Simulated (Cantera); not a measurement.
An adiabatic, constant-volume homogeneous reactor starts with 3.25 % CH4, 20.3 % O2, 76.4 % N2, equivalence ratio 0.32, at 1498 K and 5.00 bar.

Model: GRI-Mech 3.0 (53 species, 325 reactions), integrated in Cantera.

x: mole fraction; the columns are a selection and need not sum to one.

```
t (s)     T (K)  P (bar)   x CH4   x O2     x CO2    x NO2     x N2O    x CH2O    x HO2
--------  -----  -------  ------  -----  --------  -------  --------  --------  -------
4.00e-6    1498     5.00  0.0325  0.203  5.05e-12   <1e-12  3.38e-12   5.75e-8        …
9.25e-6    1498     5.00  0.0325  0.203  5.89e-11   <1e-12  1.46e-11   3.52e-7        …
2.14e-5    1498     5.00  0.0325  0.203   1.00e-9   <1e-12  6.89e-11   2.44e-6        …
4.95e-5    1498     5.00  0.0325  0.203   3.12e-8   <1e-12  3.40e-10   2.18e-5        …
0.000114   1501     5.01  0.0319  0.203   1.70e-6   <1e-12   2.15e-9  0.000245        …
0.000264   2344     7.84  <1e-12  0.137    0.0316  1.42e-7   2.50e-6    <1e-12  9.22e-6
0.000612   2351     7.86  <1e-12  0.137    0.0320  6.65e-7   1.98e-6    <1e-12  9.12e-6
0.00141    2350     7.86  <1e-12  0.137    0.0320  1.87e-6   1.98e-6    <1e-12  9.07e-6
0.00327    2347     7.85  <1e-12  0.136    0.0320  4.50e-6   1.96e-6    <1e-12  8.97e-6
0.00756    2341     7.83  <1e-12  0.135    0.0320  9.76e-6   1.94e-6    <1e-12  8.76e-6
0.0175     2332     7.80  <1e-12  0.133    0.0320  1.82e-5   1.92e-6    <1e-12  8.44e-6
0.0404     2322     7.76  <1e-12  0.131    0.0320  2.67e-5   1.91e-6    <1e-12  8.12e-6
0.0935     2319     7.75  <1e-12  0.131    0.0321  3.01e-5   1.91e-6    <1e-12  8.00e-6
0.216      2318     7.75  <1e-12  0.131    0.0321  3.03e-5   1.92e-6    <1e-12  7.99e-6
0.500      2318     7.75  <1e-12  0.131    0.0321  3.03e-5   1.92e-6    <1e-12  7.99e-6
```

Task: Complete the blanks.

Result: 
- 4.00e-6, x HO2: 5.30e-7
- 9.25e-6, x HO2: 1.18e-6
- 2.14e-5, x HO2: 2.53e-6
- 4.95e-5, x HO2: 5.09e-6
- 0.000114, x HO2: 1.52e-5
